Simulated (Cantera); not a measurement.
Feed: 1 mol Si, 0.91 mol N2O, 260 mol H2, held at 50.0 Pa.

These are equilibrium values from Cantera (NASA tables, ideal gas, pure condensed phases), not measurements of a reactor. Candidate condensed phases: H2O, Si, SiO2, Si2N2O, Si3N4; 35 gas species. Kinetics and transport are ignored.

log p: log10 of the partial pressure in bar; n: condensed amount in mol.

```tsv
T (°C)	log p H2	log p H	log p SiO	log p N2	log p Si	log p SiH	log p SiH2	n Si(s)
1252	-3.30	-6.28	-5.76	-5.76	-7.72	-8.91	-8.99	0.0788
1352	-3.31	-5.80	-5.76	-5.76	-6.80	-8.15	-8.49	0
1452	-3.31	[?]	-5.76	-5.76	-6.78	[?]	[?]	0
1552	-3.31	[?]	-5.76	-5.76	-6.78	[?]	[?]	0
1652	-3.32	-4.68	-5.77	-5.77	-6.78	-8.53	-9.51	0
1752	-3.34	-4.39	-5.78	-5.78	-6.79	-8.65	-9.81	0
1852	-3.37	-4.13	-5.79	-5.79	-6.80	-8.78	-10.10	0
```

### Question
What belongs in the gaps?

### Answer

- 1552, log p H: -5.01
- 1552, log p SiH: -8.41
- 1552, log p SiH2: -9.20
- 1452, log p H: -5.39
- 1452, log p SiH: -8.28
- 1452, log p SiH2: -8.86
